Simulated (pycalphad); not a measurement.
Computed with pycalphad from the COST 507 light-alloy database (1999), at 1 atm. No gas phase is included, though pure Mg would boil below 1650 K. The database dates from 1999; later assessments differ in places, in temperatures and in the compounds included. Diffusion is slow at the low end, where real alloys seldom reach equilibrium.

Question: How does the equilibrium phase assembly of Al-2.6Mg-2.85Si (at.%) change on cooling from 1650 K to 350 K?

Answer: 
| T (K) | phases above | phases below |
|---|---|---|
| 905.2 | LIQUID | FCC_A1 + LIQUID |
| 852.8 | FCC_A1 + LIQUID | FCC_A1 + LIQUID + MG2SI |
| 828 ± 8 | FCC_A1 + LIQUID + MG2SI | DIAMOND_A4 + FCC_A1 + MG2SI |
Changes were sought between steps of 50 K, so a narrower field can be missed.

Database names, with the compositions (at.%) that they take in these runs: MG2SI: Mg 67 Si 33. FCC_A1 is fcc; DIAMOND_A4 is diamond (Si).
